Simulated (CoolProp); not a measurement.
Ethanol at 468.58 K and 6.73 MPa is throttled through a valve to 4.57 MPa with no heat exchange. Each further row changes one setting.

Model: reference Helmholtz-energy equation of state, Schroeder 2014, in CoolProp.

```json
[
 {"case": "as stated", "temperature change (K)": "-0.6", "final phase": "liquid", "final density (kg/m³)": "?"},
 {"case": "outlet pressure 1.37 MPa", "temperature change (K)": "?", "final phase": "?", "final density (kg/m³)": "?"},
 {"case": "outlet pressure 5.94 MPa", "temperature change (K)": "?", "final phase": "liquid", "final density (kg/m³)": "?"}
]
```

Some entries are withheld; supply them.


- as stated, final density (kg/m³): 578
- outlet pressure 1.37 MPa, temperature change (K): -31.8
- outlet pressure 1.37 MPa, final phase: two-phase, vapour fraction 0.198
- outlet pressure 1.37 MPa, final density (kg/m³): 93.5
- outlet pressure 5.94 MPa, temperature change (K): -0.2
- outlet pressure 5.94 MPa, final density (kg/m³): 584
